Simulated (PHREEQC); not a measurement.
2.2 g of hydrous ferric oxide (600 m²/g; 0.2 weak and 0.005 strong sites per Fe, Dzombak-Morel constants, diffuse double layer) in 1 kg of water with 0.3 mol/kgw of an inert sodium salt and 1.1e-05 mol Na2SeO4, at 25 °C; the pH is set by adding NaOH or the inert anion's acid. Oxygen alone is held at its pressure in air (log pO2 = -0.68). No CO2 enters from the air. No solid was allowed to form.

The series has 13 steps of pH, from 4 to 12.

Equilibrium calculation in PHREEQC: ion-association model, wateq4f.dat.

Task: Near which pH is half of the Se sorbed, and on which side is more sorbed?

Result: Near pH 6.5, with more sorbed at lower pH.

Complexes and solids missing from the database can't appear.
